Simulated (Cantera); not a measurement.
Feed: 1 mol SiH2Cl2, 17 mol N2, 0.2 mol H2, equilibrated at 1.33 mbar.

These are equilibrium values from Cantera (NASA tables, ideal gas, pure condensed phases), not measurements of a reactor. Candidate condensed phases: NH4Cl, Si, Si3N4; 28 gas species. N2 is the only nitrogen source here; it is nearly inert below about 1500 K, so the nitride shown seldom forms there in practice. The tables' values for SiCl3 are old estimates; treat these amounts as uncertain. Equilibrium is a limit: real reactors are often held back by kinetics, nucleation or transport.

x: gas mole fraction; n: condensed amount in mol.

```tsv
T (K)	x N2	x HCl	x H2	x SiCl2	x SiCl4	x SiCl3	n Si3N4(s)
998	0.886	0.0880	0.0208	3.41e-6	0.00499	2.64e-5	0.302
1048	0.886	0.0893	0.0202	___	0.00464	6.49e-5	0.304
1098	0.886	0.0902	0.0197	6.96e-5	0.00430	0.000146	0.305
1148	0.885	0.0909	0.0194	0.000254	0.00392	0.000300	0.306
1198	0.885	0.0909	0.0193	0.000807	0.00343	0.000559	0.304
1248	0.885	0.0897	0.0198	___	___	0.000913	0.297
1298	0.884	0.0864	0.0213	0.00507	0.00180	0.00124	0.283
1348	0.884	0.0803	0.0242	0.00952	0.000941	0.00134	0.260
```

### Question
Fill in the missing entries.

### Answer

- 1048, x SiCl2: 1.66e-5
- 1248, x SiCl2: 0.00221
- 1248, x SiCl4: 0.00272
